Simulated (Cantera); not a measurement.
A perfectly stirred reactor is fed with CH₄ : H₂ : CO₂ = 0.026 : 1 : 0.017 (molar parts), at 20.0 Torr; it is held at 2675 K, and followed from long to short residence time.

Detailed kinetics in Cantera: GRI-Mech 3.0 (53 species, 325 reactions). Radical loss at walls, strong at low pressure, is not modelled.

Q: What does this change do: CH4 0.026 to 0.13 parts?

A: 
```json
[
 {"quantity": "x(CH₄) at τ = 1.70 s", "before": "2.24e-6", "after": "4.20e-6"},
 {"quantity": "x(H₂) at τ = 1.70 s", "before": "0.716", "after": "0.687"},
 {"quantity": "x(CO₂) at τ = 1.70 s", "before": "2.59e-7", "after": "1.81e-7"},
 {"quantity": "x(CH₂CO) at τ = 1.70 s", "before": "1.19e-9", "after": "1.33e-9"},
 {"quantity": "x(O) at τ = 1.70 s", "before": "1.68e-7", "after": "1.37e-8"},
 {"quantity": "x(CH₄) at τ = 12.0 ms", "before": "0.000866", "after": "0.00194"},
 {"quantity": "x(H₂) at τ = 12.0 ms", "before": "0.904", "after": "0.874"},
 {"quantity": "x(CO₂) at τ = 12.0 ms", "before": "0.000172", "after": "0.000135"},
 {"quantity": "x(CH₂CO) at τ = 12.0 ms", "before": "9.32e-7", "after": "1.77e-6"},
 {"quantity": "x(O) at τ = 12.0 ms", "before": "4.27e-6", "after": "1.10e-6"}
]
```
GRI-Mech 3.0 stops at C3 and has no aromatics, soot or wall deposition, so with more carbon than oxygen in the feed, carbon stays in small species such as C2H2 where larger ones or solid carbon would form.
